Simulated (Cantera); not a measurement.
A freely propagating, adiabatic, planar premixed flame of 5.88 % C₂H₄, 14.7 % O₂, 64.7 % N₂, 14.7 % CO₂, unburnt at 475 K and 0.128 atm; mixture-averaged transport, grid criteria slope 0.08 and curve 0.16, no radiation.

Detailed kinetics in Cantera: GRI-Mech 3.0 (53 species, 325 reactions). GRI-Mech 3.0 was tuned for natural gas; its chemistry of ethylene as a main component is partial and can be far from experiment. Burning velocities carry a grid error of a few per cent, more on coarse grids.

x: mole fraction of selected species; z is measured from the peak of heat release.

| z (mm) | T (K) | u (m/s) | x C₂H₄ | x O₂ | x CO₂ | x C₂H | x CH₂ | x NO₂ |
|---|---|---|---|---|---|---|---|---|
| -7.70 | 475 | 0.992 | 0.0588 | 0.147 | 0.147 | <1e-8 | <1e-8 | <1e-8 |
| -5.13 | 475 | 0.993 | 0.0587 | 0.147 | 0.147 | <1e-8 | <1e-8 | <1e-8 |
| -3.85 | 477 | 0.998 | 0.0586 | 0.146 | 0.147 | <1e-8 | <1e-8 | <1e-8 |
| -2.57 | 493 | 1.04 | 0.0581 | 0.145 | 0.146 | <1e-8 | <1e-8 | <1e-8 |
| -1.28 | 733 | 1.56 | 0.0486 | 0.124 | 0.145 | <1e-8 | 4.89e-7 | 3.66e-8 |
| -0.642 | 1083 | 2.35 | 0.0302 | 0.0908 | 0.146 | 1.68e-8 | 7.64e-6 | <1e-8 |
| 0 | (withheld) | 3.11 | (withheld) | (withheld) | 0.151 | (withheld) | 3.06e-5 | <1e-8 |
| 0.642 | 1598 | 3.54 | 0.00129 | 0.0320 | 0.157 | 1.52e-6 | 3.01e-5 | <1e-8 |
| 1.28 | 1651 | 3.66 | 6.40e-5 | 0.0213 | 0.163 | 3.07e-7 | 4.88e-6 | <1e-8 |
| 2.57 | 1671 | 3.69 | 7.55e-8 | 0.0153 | 0.172 | <1e-8 | 1.52e-8 | <1e-8 |
| 5.13 | 1689 | 3.72 | <1e-8 | 0.0133 | 0.177 | <1e-8 | <1e-8 | <1e-8 |
| 10.3 | 1712 | 3.77 | <1e-8 | 0.0123 | 0.180 | <1e-8 | <1e-8 | <1e-8 |
| 20.5 | 1746 | 3.83 | <1e-8 | 0.0111 | 0.182 | <1e-8 | <1e-8 | <1e-8 |

### Question
Complete the blanks.

### Answer

- 0, T (K): 1414
- 0, x C₂H₄: 0.0100
- 0, x O₂: 0.0554
- 0, x C₂H: 6.71e-7
